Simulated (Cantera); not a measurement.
A perfectly stirred reactor is fed with H₂ : O₂ : N₂ = 1.8 : 1 : 14 (molar parts), equivalence ratio 0.90, at 1.00 bar; it is held at 1098 K, and followed from long to short residence time.

Detailed kinetics in Cantera: the H2/O2 subset of GRI-Mech 3.0, which has no nitrogen chemistry. The temperature is held fixed by assumption; the heat of reaction is taken as removed at once.

One state of this run: x H₂ = 0.00453; x O₂ = 0.00855; x OH = 0.000158; x O = 0.000105; x HO₂ = 8.87e-6; x H₂O = 0.108. x: mole fraction; the columns are a selection and need not sum to one.

Which value of τ (s) does it belong to?
A. 0.14
B. 0.011
C. 0.026
D. 1.9

B, 0.011
